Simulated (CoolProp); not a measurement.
Vapour-liquid equilibrium of acetone (1) + dimethyl carbonate (2) at 460.7 K; x and y are mole fractions of (1).

Computed with CoolProp (multi-fluid Helmholtz-energy mixture model, Lemmon 2006 and Zhou 2011; pair parameters Bell 2016).

### Question
Give the bubble pressure and the first vapour's composition at x = 0.2, 0.35, 0.575. Is there an azeotrope?

### Answer
x = 0.2: 1.308 MPa, y = 0.309; x = 0.35: 1.473 MPa, y = 0.479; x = 0.575: 1.723 MPa, y = 0.688. No azeotrope shows between x = 0.05 and 0.95.

The pair parameters rest on a limited set of measurements; away from them the model extrapolates.
